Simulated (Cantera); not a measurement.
# Silicon carbide growth: SiHCl₃ + C₂H₄ + H₂

Charge: 1 mol SiHCl₃, 0.009 mol C₂H₄, 5.5 mol H₂, at 0.210 bar.

These are equilibrium values from Cantera (NASA tables, ideal gas, pure condensed phases), not measurements of a reactor. Candidate condensed phases: C, C₆H₆, C₇H₈, C₈H₁₈, Si, SiC; 109 gas species. Mutual solubility and eutectic melting of coexisting phases are not modelled. The tables' values for SiCl₃, SiCl are old estimates; treat these amounts as uncertain. Gases not in the tables: Si₂H₆ and higher silanes. Rates play no part.

```
T (°C)   x H₂  x HCl  x SiCl₂  x SiCl₃       x H   x SiCl₄  n Si(s)  n SiC(s)  n Si(l)
------  -----  -----  -------  -------  --------  --------  -------  --------  -------
1302    0.736  0.146   0.0986   0.0121   7.78e-5   0.00391    0.109    0.0180        0
1377    0.731  0.149    0.108  0.00893  0.000170   0.00163   0.0877    0.0180        0
1452    0.727  0.153    0.111  0.00653  0.000346  0.000717        0    0.0180   0.0876
1527    0.722  0.161    0.111  0.00486  0.000664  0.000343        0    0.0180    0.107
1602    0.717  0.168    0.110  0.00366   0.00121  0.000172        0    0.0180    0.126
1677    0.712  0.174    0.108  0.00280   0.00211   9.02e-5        0    0.0180    0.145
1752    0.708  0.179    0.105  0.00217   0.00353   4.93e-5        0    0.0179    0.162
1827    0.702  0.184    0.103  0.00170   0.00570   2.80e-5        0    0.0177    0.175
```
x: gas mole fraction; n: condensed amount in mol.

From 1302 °C to 1377 °C the condensed part is Si(s) + SiC(s). From 1452 °C to 1827 °C the condensed part is Si(l) + SiC(s). The main Si-bearing gas is SiCl₂ throughout.
